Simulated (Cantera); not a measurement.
A closed system holds: 1 mol Fe, 0.4 mol Cl2, at 1400 K and 13.3 mbar.

These are equilibrium values from Cantera (NASA tables, ideal gas, pure condensed phases), not measurements of a reactor. Candidate condensed phases: Fe, FeCl2, FeCl3; 8 gas species. Rates play no part.

Base state: FeCl2 0.999, Fe2Cl4 0.00117, FeCl3 0.000131, Cl 4.41e-5 (mole fractions); condensed: Fe(γ).

Question: What changes in the equilibrium state with this change: Cl2 from 0.4 to 1.7 mol?

Answer: 
| species | before | after |
|---|---|---|
| FeCl2 | 0.999 | 0.433 |
| Cl2 | 3.21e-8 | 0.272 |
| FeCl3 | 0.000131 | 0.166 |
| Cl | 4.41e-5 | 0.128 |
| Fe2Cl4 | 0.00117 | 0.000219 |
| Fe(γ), mol | 0.600 | 0 |

Question: What changes in the equilibrium state with this change: temperature from 1400 K to 1650 K?

Answer: 
```tsv
species	before	after
FeCl2	0.999	0.999
Cl	4.41e-5	0.000631
Fe	1.15e-6	0.000203
Fe2Cl4	0.00117	0.000190
FeCl	3.88e-7	2.16e-5
FeCl3	0.000131	8.68e-5
Fe(γ), mol	0.600	0.600
```

Question: What changes in the equilibrium state with this change: temperature from 1400 K to 1125 K?

Answer: 
```tsv
species	before	after
FeCl2	0.999	0.978
Fe2Cl4	0.00117	0.0216
FeCl3	0.000131	0.000254
Cl	4.41e-5	6.23e-7
Fe(γ), mol	0.600	0
Fe(α), mol	0	0.600
```
